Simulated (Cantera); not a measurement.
Input: 1 mol Fe, 2.8 mol H2O, 210 mol N2, held at 1625 K and 0.270 Torr.

Cantera equilibrium calculation (NASA polynomials, part measured and part estimated; ideal gas, pure solids and liquids). Candidate condensed phases: Fe, FeO, Fe(OH)2, Fe(OH)3, Fe2O3, Fe3O4, H2O; 27 gas species. The tables' stoichiometric FeO is somewhat more stable than real wüstite, so its field is too wide. FeO: taken at fixed stoichiometry. The numbers say what is thermodynamically allowed, not how fast it happens.

Base state: N2 0.986, H2O 0.00931, H2 0.00371, Fe 0.000896, H 0.000226, OH 2.39e-5, FeO 1.47e-5 (mole fractions); condensed: FeO(s).

Q: What changes in the equilibrium state with this change: H2O from 2.8 to 0.055 mol?

A: 
```csv
species,before,after
N2,0.986,0.995
Fe,0.000896,0.00456
H2,0.00371,0.000159
H2O,0.00931,7.82e-5
OH,2.39e-5,9.73e-7
H,0.000226,4.68e-5
"FeO(s), mol",0.806,0.0349
```
